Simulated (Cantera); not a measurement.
Gas-phase reforming

A perfectly stirred reactor is fed with 25.0 % CH4, 75.0 % H2O, at 0.0987 atm; it is held at 2050 K, and followed from long to short residence time.

Detailed kinetics in Cantera: GRI-Mech 3.0 (53 species, 325 reactions).

| τ (s) | x CH4 | x H2O | x CH3 | x OH | x CH2O |
|---|---|---|---|---|---|
| 0.32 | 0.00263 | 0.321 | 0.000381 | 0.000261 | 2.97e-6 |
| 0.14 | 0.00503 | 0.333 | 0.000717 | 0.000266 | 5.83e-6 |
| 0.063 | 0.00866 | 0.357 | 0.00122 | 0.000281 | 1.08e-5 |
| 0.028 | 0.0140 | 0.397 | 0.00194 | 0.000309 | 1.97e-5 |
| 0.013 | 0.0211 | 0.450 | 0.00287 | 0.000345 | 3.45e-5 |
| 0.0057 | 0.0325 | 0.513 | 0.00425 | 0.000384 | 6.10e-5 |
| 0.0025 | 0.0505 | 0.572 | 0.00617 | 0.000408 | 0.000103 |
| 0.0011 | 0.0783 | 0.621 | 0.00866 | 0.000412 | 0.000161 |
| 0.00051 | 0.115 | 0.662 | 0.0112 | 0.000397 | 0.000226 |
x: mole fraction; the columns are a selection and need not sum to one.
